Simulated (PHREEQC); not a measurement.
Alkaline etch or developer: an equilibrium model

Consider water at 25 °C with 19 mmol/kgw NH3 and 0.034 mmol/kgw H3BO3. It is in equilibrium with CO2 at log p = -3.5 (atm). Otherwise closed; pH follows from the charge balance.

The numbers come from PHREEQC with the ion-association model, phreeqc.dat.

No solid was allowed to form.

**Question.** Estimate the pH.

**Answer.** pH 9.21.

**Question.** In which forms is N present?

**Answer.** NH4+ 55 %, NH3 45 % of the N.
